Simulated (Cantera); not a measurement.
Cantera run:

```python
import numpy as np
import cantera as ct

gas_names = """
    H HO2 H2 H2O H2O2 O OH O2 O3 Ti TiO TiO2
""".split()
cond_names = """
    H2O(s) H2O(L) Ti(a) Ti(b) Ti(L) TiO(a) TiO(b) TiO(L) TiO2(ru) TiO2(L) Ti2O3(a) Ti2O3(b) Ti2O3(L)
    Ti3O5(a) Ti3O5(b) Ti3O5(L) Ti4O7(s) Ti4O7(L)
""".split()


# ... load() reads the species with a 1 bar reference pressure and builds the phases ...
atoms = {
    'Ti': {'Ti': 1},
    'H2O': {'H': 2, 'O': 1},
    'H2': {'H': 2},
}
top_T = {}  # K; cautious upper limits of use, not melting points


# ... equilibrate(T, P, feed) seeds the gas with the atoms and calls Mixture.equilibrate('TP', solver="vcs", rtol=1e-11, max_steps=5000) ...
results = []
T = 1200  # K
P = 48  # Pa
for m in [0.025, 0.057, 0.13, 0.3, 0.68, 1.6, 3.5, 8.1]:
    feed = {'Ti': 1, 'H2O': m, 'H2': 82}  # mol
    mix = equilibrate(T, P, feed)
    results.append((T, P, feed, dict(zip(mix.species_names, mix.species_moles))))

top = {s: max(r[3][s] / sum(r[3][g] for g in gas_names) for r in results) for s in gas_names}
cols = sorted((s for s in top if top[s] > 1e-05), key=lambda s: -top[s])[:7]
seen = [c for c in cond_names if any(r[3].get(c, 0) > 1e-12 for r in results)]
print("log10 of partial pressures in bar; condensed amounts in mol")
print(f"{'n(H2O)':>10s}" + "".join(f"{s[:9]:>10s}" for s in cols + seen))
for T, P, feed, n in results:
    ng = sum(n[g] for g in gas_names)
    print(f"{feed['H2O']:10.4g}" + "".join(f"{np.log10(max(n[s] / ng * P / 1e5, 1e-99)):10.3f}" for s in cols)
          + "".join(f"{n.get(c, 0):10.4g}" for c in seen))
```

Output:

```
log10 of partial pressures in bar; condensed amounts in mol
    n(H2O)        H2       H2O     Ti(b)    TiO(a)  TiO2(ru)  Ti2O3(b)  Ti3O5(b)
     0.025    -3.319   -14.049     0.975     0.025         0         0         0
     0.057    -3.319   -14.049     0.943     0.057         0         0         0
      0.13    -3.319   -14.049      0.87      0.13         0         0         0
       0.3    -3.319   -14.049       0.7       0.3         0         0         0
      0.68    -3.319   -14.049      0.32      0.68         0         0         0
       1.6    -3.319    -7.804         0         0         0    0.2082    0.1945
       3.5    -3.326    -5.075         0         0         1         0         0
       8.1    -3.349    -4.488         0         0         1         0         0
```

Method: chemical equilibrium by Gibbs-energy minimisation in Cantera with the NASA 1993 tables (ideal gas, pure condensed phases). Mutual solubility and eutectic melting of coexisting phases are not modelled. TiO: taken at fixed stoichiometry. Condensed phases not in the tables: Magnéli phases beyond Ti4O7, N, O or C dissolved in the metal.
